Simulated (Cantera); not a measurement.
Input (Python, Cantera) and output of one run.

```python
import numpy as np
import cantera as ct

gas_names = """
    CL CL2 H HCL H2 Si SiCL SiCL2 SiCL3 SiCL4 SiH SiHCL3 SiH2 SiH2CL2 SiH3 SiH3CL SiH4 Si2 Si3
""".split()
cond_names = """
    Si(cr) Si(L)
""".split()


# ... load() reads the species with a 1 bar reference pressure and builds the phases ...
atoms = {
    'SiH2Cl2': {'Si': 1, 'H': 2, 'CL': 2},
    'HCl': {'H': 1, 'CL': 1},
    'H2': {'H': 2},
}
top_T = {}  # K; cautious upper limits of use, not melting points


# ... equilibrate(T, P, feed) seeds the gas with the atoms and calls Mixture.equilibrate('TP', solver="vcs", rtol=1e-11, max_steps=5000) ...
results = []
feed = {'SiH2Cl2': 1, 'HCl': 0.13, 'H2': 420}  # mol
T = 1473.15  # K
P = 1333.22  # Pa
mix = equilibrate(T, P, feed)
results.append((T, P, feed, dict(zip(mix.species_names, mix.species_moles))))
x = sorted(zip(gas.X, gas.species_names), reverse=True)
print(f"T = {T:g} K  P = {P:g} Pa  gas = {mix.phase_moles(0):.4g} mol")
print("   x: " + "  ".join(f"{s} {v:.3e}" for v, s in x if v > 0.0001))
print("   condensed (mol): " + ("  ".join(f"{mix.phase(i).name} {mix.phase_moles(i):.4g}"
      for i in range(1, mix.n_phases) if mix.phase_moles(i) > 1e-12) or "none"))
```

Output:

```
T = 1473.15 K  P = 1333.22 Pa  gas = 422.2 mol
   x: H2 9.949e-01  HCL 4.893e-03  H 1.095e-04
   condensed (mol): Si(cr) 0.9672
```

Method: chemical equilibrium by Gibbs-energy minimisation in Cantera with the NASA 1993 tables (ideal gas, pure condensed phases).
